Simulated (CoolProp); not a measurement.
Computed with CoolProp (reference Helmholtz-energy equation of state, Thol 2019).

For tetradecamethylhexasiloxane (MD4M), give the phase and the density (kg/m³), expansivity (1/kK) at 261.05 °C and 1.02 MPa; 275.35 °C and 1.02 MPa.


- 261.05 °C and 1.02 MPa: liquid; density 644, expansivity 1.92
- 275.35 °C and 1.02 MPa: liquid; density 626, expansivity 2.08
